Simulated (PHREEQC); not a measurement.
# Silver or lead bath (model solution)

Dissolve 2.2 mmol/kgw AgF and 1.3 mmol/kgw KNO3 at 85 °C. It is in equilibrium with CO2 at log p = -3.5 (atm). Otherwise closed; pH follows from the charge balance.

The numbers come from PHREEQC with the ion-association model, wateq4f.dat.

```yaml
pH: 6.36
ionic_strength: 0.00349 mol/kgw
```

```
species  molality  activity   log γ
-------  --------  --------  ------
Ag+       0.00219   0.00204  -0.032
F-        0.00219   0.00204  -0.032
K+        0.00130   0.00121  -0.032
NO3-      0.00130   0.00121  -0.032
HF        4.36e-6   4.37e-6   0.000
AgF       4.27e-6   4.27e-6   0.000
HCO3-     4.11e-6   3.83e-6  -0.031
CO2       3.78e-6   3.79e-6   0.000
AgNO3     1.26e-6   1.26e-6   0.000
OH-       7.50e-7   6.97e-7  -0.032
```

No solid was allowed to form. Species that the database lacks are ignored. Constants without temperature data keep their 25 °C values here.
